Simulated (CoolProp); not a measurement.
Tetrahydrofuran along the isotherm 167.45 °C: density (kg/m³) from the reference equation and from simpler models built on Tc = 267.0 °C, pc = 53.04 bar, ω = 0.234; each cubic takes its own stable root.

Computed with CoolProp (reference Helmholtz-energy equation of state, Fiedler 2023).

| p (bar) | phase | reference |
|---|---|---|
| 1.68 | gas | 3.377 |
| 3.18 | gas | 6.521 |
| 6.03 | gas | 12.89 |
| 11.4 | gas | 26.82 |
| 21.7 | liquid | 705.9 |
| 41.1 | liquid | 711.9 |
| 77.9 | liquid | 722.1 |
| 148 | liquid | 738.4 |
| 280 | liquid | 762.5 |
| 530 | liquid | 795.9 |

Problem. How far does each simpler model (van der Waals, Redlich-Kwong, Soave-Redlich-Kwong, Peng-Robinson) lie from the reference over these 10 states: mean and median of the absolute difference, and the worst?

Solution. 
- van der Waals: mean 27.0 %, median 31.3 %, worst -91.9 % at 167.45 °C and 21.7 bar
- Redlich-Kwong: mean 6.2 %, median 6.2 %, worst -13.6 % at 167.45 °C and 21.7 bar
- Soave-Redlich-Kwong: mean 4.4 %, median 4.8 %, worst -9.6 % at 167.45 °C and 21.7 bar
- Peng-Robinson: mean 2.9 %, median 2.8 %, worst +7.1 % at 167.45 °C and 530 bar

At some of these states van der Waals gives the other phase, because its saturation line lies elsewhere.
